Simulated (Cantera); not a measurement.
## Thermodynamics of silicon epitaxy and polysilicon growth, feed Si2H6 + HCl + H2

Charge: 1 mol Si2H6, 3.4 mol HCl, 890 mol H2, equilibrated at 1075 °C and 1.00 bar.

Equilibrium computed with Cantera from the NASA thermochemical tables; the gas is ideal and each condensed phase is pure. Candidate condensed phases: Si; 19 gas species. The feed counts by its element totals alone. Rates play no part.

| Property | Result |
|---|---|
| x(H2) | 0.996 |
| x(HCl) | 0.00369 |
| x(SiCl2) | 3.84e-5 |
| x(SiH2Cl2) | 4.98e-6 |
| x(SiH3Cl) | 3.16e-6 |
| x(H) | 2.31e-6 |
| x(SiHCl3) | 2.23e-6 |
| x(SiCl3) | 1.05e-6 |
| n(Si(s)) | 1.95 mol |
| gas amount | 896.4 mol |
